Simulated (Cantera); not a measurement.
Feed: 1 mol HMDSO, 0.35 mol N₂O, 40 mol H₂, held at 1802 °C and 133 Pa.

Equilibrium computed with Cantera from the NASA thermochemical tables; the gas is ideal and each condensed phase is pure. Candidate condensed phases: C, C₆H₆, C₇H₈, C₈H₁₈, H₂O, Si, SiC, SiO₂, Si₂N₂O, Si₃N₄; 151 gas species. The feed counts by its element totals alone. Gases not in the tables: Si₂H₆ and higher silanes. Rates play no part.

Base state: H₂ 0.891, H 0.0689, CO 0.0253, N₂ 0.00587, Si 0.00547, HCN 0.00142, C₂H₂ (acetylene) 0.00111, SiC₂ 0.000317 (mole fractions); condensed: C(graphite) + SiC(s).

Task: What changes in the equilibrium state with this change: temperature from 1802 °C to 1425 °C?

Result: 
```tsv
species	before	after
H₂	0.891	0.962
CO	0.0253	0.0265
N₂	0.00587	0.00674
H	0.0689	0.00389
Si	0.00547	7.26e-6
SiO	0.000278	0.000108
SiC₂	0.000317	5.62e-8
Si₂C	0.000203	4.33e-8
SiH	0.000108	4.05e-7
C(graphite), mol	2.77	2.64
SiC(s), mol	1.65	1.99
```

Task: What changes in the equilibrium state with this change: temperature from 1802 °C to 952 °C?

Result: 
```tsv
species	before	after
H₂	0.891	0.979
CO	0.0253	0.0204
N₂	0.00587	0.000419
H	0.0689	8.45e-6
Si	0.00547	<1e-9
SiO	0.000278	9.69e-6
SiC₂	0.000317	<1e-9
Si₂C	0.000203	<1e-9
SiH	0.000108	<1e-9
C(graphite), mol	2.77	3.64
SiC(s), mol	1.65	1.34
Si₂N₂O(s), mol	0	0.329
```
Mutual solubility and eutectic melting of coexisting phases are not modelled.
